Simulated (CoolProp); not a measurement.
The fluid at 293.15 K and 0.194 MPa is throttled through a valve to 0.0166 MPa with no heat exchange. The same conditions are run with several fluids, on thermodynamics alone (safety and materials aside).

Model: reference Helmholtz-energy equation of state of each fluid (fluorine: de Reuck 1990; propyne: Polt 1992; R410A: Lemmon 2003; normal hydrogen: Leachman 2009; R404A: Lemmon 2003), in CoolProp. The equations of Platzer and Polt are older, rougher fits. Blends and air are pseudo-pure fits.

```
fluid            temperature change (K)  final density (kg/m³)
---------------  ----------------------  ---------------------
fluorine                           -0.3                  0.259
propyne                            -4.6                  0.278
R410A                              -3.9                  0.502
normal hydrogen                    +0.1                 0.0137
R404A                              -3.3                  0.674
```
